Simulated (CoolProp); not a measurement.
R142b at several states: fugacity coefficient from the reference equation and from simpler models built on Tc = 137.1 °C, pc = 4055 kPa, ω = 0.232; each cubic takes its own stable root.

The numbers come from the reference Helmholtz-energy equation of state, Lemmon 2006 in CoolProp. It is a short technical equation, of lower accuracy than the large ones.

| T (°C) | p (kPa) | phase | reference | van der Waals | Redlich-Kwong | Soave-Redlich-Kwong |
|---|---|---|---|---|---|---|
| 102.85 | 193 | gas | 0.9782 | 0.9826 | 0.9793 | 0.9786 |
| -62.15 | 180 | liquid | … | 0.7240 | 0.07470 | … |
| 11.75 | 497 | liquid | … | … | 0.6201 | … |
| 134.15 | 41.2 | gas | 0.9964 | 0.9969 | 0.9965 | 0.9965 |
| 3.95 | 6370 | liquid | … | 0.1317 | 0.04952 | … |

Task: Fill in the missing entries.

Result: 
- -62.15, reference: 0.03432
- -62.15, Soave-Redlich-Kwong: 0.03394
- 11.75, reference: 0.4185
- 11.75, van der Waals: 0.9149
- 11.75, Soave-Redlich-Kwong: 0.4224
- 3.95, reference: 0.03130
- 3.95, Soave-Redlich-Kwong: 0.03225

At some of these states van der Waals gives the other phase, because its saturation line lies elsewhere.
